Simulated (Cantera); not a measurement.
Charge: 1 mol H2O, 0.045 mol SO2, 0.85 mol N2, at 873 K and 101000 Pa.

Equilibrium computed with Cantera from the NASA thermochemical tables; the gas is ideal and each condensed phase is pure. Candidate condensed phases: H2O, H2SO4, S; 35 gas species. Kinetics and transport are ignored.

Base state: H2O 0.528, N2 0.449, SO2 0.0237 (mole fractions); condensed: gas only.

### Question
What changes in the equilibrium state with this change: temperature from 873 K to 3523.15 K?

### Answer
| species | before | after |
|---|---|---|
| N2 | 0.449 | 0.306 |
| H | <1e-9 | 0.209 |
| H2 | 3.82e-7 | 0.114 |
| H2O | 0.528 | 0.108 |
| O | <1e-9 | 0.0976 |
| OH | <1e-9 | 0.0918 |
| O2 | <1e-9 | 0.0354 |
| NO | <1e-9 | 0.0209 |
| SO2 | 0.0237 | 0.00435 |
| SO | <1e-9 | 0.00867 |
| S | <1e-9 | 0.00315 |
